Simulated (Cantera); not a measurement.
Charge: 1 mol Fe, 4.1 mol H₂O, 29 mol H₂, 0.0084 mol O₂, equilibrated at 1348 K and 3.10 bar.

Method: chemical equilibrium by Gibbs-energy minimisation in Cantera with the NASA 1993 tables (ideal gas, pure condensed phases). Candidate condensed phases: Fe, FeO, Fe(OH)₂, Fe(OH)₃, Fe₂O₃, Fe₃O₄, H₂O; 12 gas species. Kinetics and transport are ignored.

Base state: H₂ 0.876, H₂O 0.124 (mole fractions); condensed: Fe(γ).

**Question.** What changes in the equilibrium state with this change: Fe replaced by Cu?

**Answer.** 
| species | before | after |
|---|---|---|
| H₂ | 0.876 | 0.876 |
| H₂O | 0.124 | 0.124 |
| Fe(γ), mol | 1.000 | 0 |
| Cu(s), mol | 0 | 1.000 |
Further candidate phases: Cu, CuO, Cu(OH)₂, Cu₂O.
